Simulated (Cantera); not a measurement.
Input: 1 mol SO2, held at 1.33 mbar.

Cantera equilibrium calculation (NASA polynomials, part measured and part estimated; ideal gas, pure solids and liquids). Candidate condensed phases: S; 10 gas species. The numbers say what is thermodynamically allowed, not how fast it happens. All values below are at 1400 °C.

Base state: SO2 0.995, SO 0.00303, O2 0.00149, O 3.53e-5, SO3 2.38e-5 (mole fractions); condensed: gas only.

Task: What changes in the equilibrium state with this change: pressure from 1.33 mbar to 1.00 bar?

Result: 
```json
[
 {"species": "SO2", "before": "0.995", "after": "0.999"},
 {"species": "SO", "before": "0.00303", "after": "0.000404"},
 {"species": "SO3", "before": "2.38e-5", "after": "0.000180"},
 {"species": "O2", "before": "0.00149", "after": "0.000113"},
 {"species": "O", "before": "3.53e-5", "after": "3.55e-7"}
]
```
